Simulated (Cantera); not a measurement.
A perfectly stirred reactor is fed with 0.990 % H2, 61.9 % O2, 37.1 % N2, equivalence ratio 0.0080, at 20.0 Torr; it is held at 1225 K, and followed from long to short residence time.

Detailed kinetics in Cantera: the H2/O2 subset of GRI-Mech 3.0, which has no nitrogen chemistry. Radical loss at walls, strong at low pressure, is not modelled.

Question: Predict: x(H2) at τ = 0.350 s; x(O2) at τ = 0.350 s; x(OH) at τ = 0.350 s; x(H2O2) at τ = 0.350 s; x(O) at τ = 0.350 s; x(H2) at τ = 9.70 ms; x(O2) at τ = 9.70 ms; x(OH) at τ = 9.70 ms; x(H2O2) at τ = 9.70 ms; x(O) at τ = 9.70 ms.

Answer: 
```json
{
  "x(H2) at τ = 0.350 s": "6.55e-5",
  "x(O2) at τ = 0.350 s": "0.615",
  "x(OH) at τ = 0.350 s": "0.000420",
  "x(H2O2) at τ = 0.350 s": "2.83e-8",
  "x(O) at τ = 0.350 s": "0.00179",
  "x(H2) at τ = 9.70 ms": "0.000654",
  "x(O2) at τ = 9.70 ms": "0.612",
  "x(OH) at τ = 9.70 ms": "0.00109",
  "x(H2O2) at τ = 9.70 ms": "6.33e-8",
  "x(O) at τ = 9.70 ms": "0.00590"
}
```
